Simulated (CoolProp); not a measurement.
A simple Rankine cycle with n-pentane: condensing at 330.15 K, boiler at 1.01 MPa, turbine inlet 548.6 K, turbine efficiency 0.85, pump efficiency 0.7, no recuperator. Each further row changes one setting.

Model: reference Helmholtz-energy equation of state, Thol 2019, in CoolProp.

```tsv
case	thermal efficiency (%)	net work (kJ/kg)	heat in (kJ/kg)	turbine exit temperature (K)	volume ratio over the turbine
as stated	9.6	79.8	830	513.6	5.05
turbine inlet 568.6 K	9.4	83.3	___	533.6	5.03
condensing temperature 322.15 K	10.8	91.5	850	508.7	6.39
boiler pressure 0.707 MPa	___	63.8	835	521.7	___
turbine efficiency 0.75	___	70.2	830	517.3	5.09
```

Q: Some entries are withheld; supply them.

A: 
- turbine inlet 568.6 K, heat in (kJ/kg): 886
- boiler pressure 0.707 MPa, thermal efficiency (%): 7.6
- boiler pressure 0.707 MPa, volume ratio over the turbine: 3.52
- turbine efficiency 0.75, thermal efficiency (%): 8.5
